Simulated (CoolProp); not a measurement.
CH3F (R41) at 298.15 K and 18 MPa is throttled through a valve to 3.41 MPa with no heat exchange. Each further row changes one setting.

Model: reference Helmholtz-energy equation of state, Lemmon 2006, in CoolProp. It is a short technical equation, of lower accuracy than the large ones.

```csv
case,temperature change (K),final phase,final density (kg/m³)
as stated,-5.7,liquid,___
outlet pressure 1.02 MPa,___,___,67.6
outlet pressure 4.43 MPa,-4.9,liquid,610
```

Q: What belongs in the gaps?

A: 
- as stated, final density (kg/m³): 603
- outlet pressure 1.02 MPa, temperature change (K): -48.4
- outlet pressure 1.02 MPa, final phase: two-phase, vapour fraction 0.282
